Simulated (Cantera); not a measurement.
## Thermodynamics of silicon oxide and oxynitride deposition, feed Si2H6 + N2O + H2

Input: 1 mol Si2H6, a varied amount of N2O, 28 mol H2, equilibrated at 573 K and 1.00 bar.

Method: chemical equilibrium by Gibbs-energy minimisation in Cantera with the NASA 1993 tables (ideal gas, pure condensed phases). Candidate condensed phases: H2O, Si, SiO2, Si2N2O, Si3N4; 35 gas species. The feed counts by its element totals alone. Rates play no part.

From 0.12 mol N2O to 0.83 mol N2O the condensed part is Si(s) + Si2N2O(s). From 1.3 mol N2O to 3.5 mol N2O the condensed part is SiO2(α-quartz) + Si2N2O(s).

| n(N2O) (mol) | log p H2 | log p N2 | log p NH3 | log p H2O | log p SiH4 | n Si(s) | n Si2N2O(s) | n SiO2(α-quartz) |
|---|---|---|---|---|---|---|---|---|
| 0.12 | 0.00 | <-12 | <-12 | <-12 | -7.35 | 1.76 | 0.120 | 0 |
| 0.2 | 0.00 | <-12 | <-12 | <-12 | -7.35 | 1.60 | 0.200 | 0 |
| 0.32 | 0.00 | <-12 | <-12 | <-12 | -7.35 | 1.36 | 0.320 | 0 |
| 0.52 | 0.00 | <-12 | <-12 | <-12 | -7.35 | 0.960 | 0.520 | 0 |
| 0.83 | 0.00 | <-12 | <-12 | <-12 | -7.35 | 0.340 | 0.830 | 0 |
| 1.3 | -0.01 | -2.02 | -2.19 | -6.24 | <-12 | 0 | 0.900 | 0.200 |
| 2.2 | -0.03 | -1.36 | -1.89 | -6.04 | <-12 | 0 | 0.600 | 0.800 |
| 3.5 | -0.05 | -1.04 | -1.77 | -5.96 | <-12 | 0 | 0.167 | 1.67 |
log p: log10 of the partial pressure in bar; n: condensed amount in mol.
